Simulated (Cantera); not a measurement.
Source: NASA polynomial tables (part measured, part estimated), evaluated in Cantera. Values are per mole of reaction as written; species without (g) are pure solids or liquids, kept so even where they would boil at 1 bar. TiC: taken at fixed stoichiometry.

Problem. Between 300 and 2000 K, where is each reaction favourable under standard conditions?
- C2H2(g) + 2 Ti ⇌ H2(g) + 2 TiC

Solution. 
- C2H2(g) + 2 Ti ⇌ H2(g) + 2 TiC: ΔG° is -571 kJ at 300 K and -434 kJ at 2000 K; it stays negative (K > 1). ΔH° is -633 kJ and ΔS° -99 J/K at 2000 K.
